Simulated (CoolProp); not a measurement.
Vapour-liquid equilibrium of m-xylene (1) + n-undecane (2) at 500.9 K; x and y are mole fractions of (1).

Computed with CoolProp (multi-fluid Helmholtz-energy mixture model, Zhou 2012 and Aleksandrov 2011; pair parameters Bell 2016).

```json
[
 {"x": "0.05", "bubble pressure, mixture model (MPa)": "0.2291", "bubble pressure, Raoult's law (MPa)": "0.2327", "y, mixture model": "0.123", "y, Raoult's law": "0.147"},
 {"x": "0.2", "bubble pressure, mixture model (MPa)": "0.2908", "bubble pressure, Raoult's law (MPa)": "0.3037", "y, mixture model": "0.399", "y, Raoult's law": "0.449"},
 {"x": "0.35", "bubble pressure, mixture model (MPa)": "0.3557", "bubble pressure, Raoult's law (MPa)": "0.3747", "y, mixture model": "0.589", "y, Raoult's law": "0.637"},
 {"x": "0.5", "bubble pressure, mixture model (MPa)": "0.4243", "bubble pressure, Raoult's law (MPa)": "0.4457", "y, mixture model": "0.728", "y, Raoult's law": "0.766"},
 {"x": "0.65", "bubble pressure, mixture model (MPa)": "0.4973", "bubble pressure, Raoult's law (MPa)": "0.5167", "y, mixture model": "0.834", "y, Raoult's law": "0.858"},
 {"x": "0.8", "bubble pressure, mixture model (MPa)": "0.5744", "bubble pressure, Raoult's law (MPa)": "0.5877", "y, mixture model": "0.917", "y, Raoult's law": "0.929"},
 {"x": "0.95", "bubble pressure, mixture model (MPa)": "0.6550", "bubble pressure, Raoult's law (MPa)": "0.6587", "y, mixture model": "0.982", "y, Raoult's law": "0.984"}
]
```

The largest gap from Raoult's law is -5.1 % in bubble pressure, at x = 0.35. No azeotrope shows between x = 0.05 and 0.95.

Pair parameters are fitted to limited data, so mixtures are less certain than the pure fluids.
